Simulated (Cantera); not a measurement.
An isothermal plug-flow reactor at 575 K and 3.90 bar (inlet), inlet velocity 0.94 m/s, active area per volume 120 1/m; feed H2 : O2 : N2 = 0.019 : 0.11 : 0.79 (molar parts).

Cantera simulation using Deutschmann's 1995 Pt surface mechanism with GRI-Mech 3.0 gas chemistry; the numbers are that mechanism's predictions, not measurements. Catalytic surfaces can have several steady states; this one follows from the mechanism file's or the stated starting coverage. Mass transfer to the wall is taken as infinitely fast.

```csv
quantity,before,after
x(H2) at z = 0.0054 m,0.00303,0.00234
x(O2) at z = 0.0054 m,0.112,0.112
x(H2O) at z = 0.0054 m,0.0178,0.0185
θ(free Pt) at the exit,0.0433,0.0402
θ(O*) at the exit,0.927,0.952
θ(OH*) at the exit,0.0298,0.00774
```

Question: Name the change that produced these shifts.
(A) pressure from 3.90 bar to 1.90 bar
(B) inlet velocity 0.94 to 0.68 m/s
(C) inlet velocity 0.94 to 2.3 m/s
(D) temperature 575 to 748 K

Answer: D, temperature 575 to 748 K
